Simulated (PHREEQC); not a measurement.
Consider water at 45 °C with 20 mmol/kgw Mg(NO3)2. Closed to the air; pH follows from the charge balance.

Computed with PHREEQC (ion-association model, phreeqc.dat).

Precipitation was switched off in this run.

Question: Predict the specific conductance, density.

Answer: specific conductance 5980 µS/cm; density 0.992 g/cm³.

Species that the database lacks are ignored. At this temperature some constants are extrapolated from 25 °C, and those without enthalpy data are left unchanged.
